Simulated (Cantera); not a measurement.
A perfectly stirred reactor is fed with 4.96 % CO, 0.208 % H2, 4.12 % CH4, 19.3 % O2, 71.4 % N2, equivalence ratio 0.56, at 13.0 bar; it is adiabatic with a 675 K inlet, and is followed from long to short residence time, starting on the burning branch (τ in s: 0.12, 0.041, 0.014, 0.0047, 0.0016, 0.00055, 0.00019, 6.5e-05, 2.2e-05, 7.6e-06).

Cantera simulation using GRI-Mech 3.0 (53 species, 325 reactions); the numbers are that mechanism's predictions, not measurements. The pressure lies above the range GRI-Mech 3.0 was tuned for (to about 10 atm).

x: mole fraction; the columns are a selection and need not sum to one.

```tsv
τ (s)	T (K)	x CO	x H2	x CH4	x CH3	x NO	x C2H	x H2O2
0.12	1982	0.000132	2.23e-5	7.45e-7	1.94e-7	0.000423	<1e-12	1.64e-7
0.041	1982	0.000189	2.54e-5	2.08e-6	5.44e-7	0.000170	<1e-12	1.72e-7
0.014	1981	0.000339	3.35e-5	5.52e-6	1.45e-6	7.44e-5	<1e-12	(withheld)
0.0047	1977	0.000707	5.38e-5	1.35e-5	3.56e-6	3.94e-5	3.39e-12	(withheld)
0.0016	1970	0.00151	9.83e-5	3.02e-5	7.83e-6	2.64e-5	1.29e-11	(withheld)
0.00055	1954	0.00321	0.000189	6.47e-5	1.60e-5	1.99e-5	3.80e-11	(withheld)
0.00019	1921	0.00687	0.000368	0.000143	3.18e-5	1.39e-5	9.26e-11	(withheld)
6.5e-5	1844	0.0161	0.000739	0.000395	7.09e-5	6.64e-6	2.08e-10	(withheld)
2.2e-5	675	0.0496	0.00208	0.0412	<1e-12	<1e-12	<1e-12	<1e-12
7.6e-6	675	0.0496	0.00208	0.0412	<1e-12	<1e-12	<1e-12	<1e-12
```

Question: Some entries are withheld; supply them.

Answer: 
- 0.014, x H2O2: 1.91e-7
- 0.0047, x H2O2: 2.37e-7
- 0.0016, x H2O2: 3.31e-7
- 0.00055, x H2O2: 4.96e-7
- 0.00019, x H2O2: 7.70e-7
- 6.5e-5, x H2O2: 1.30e-6
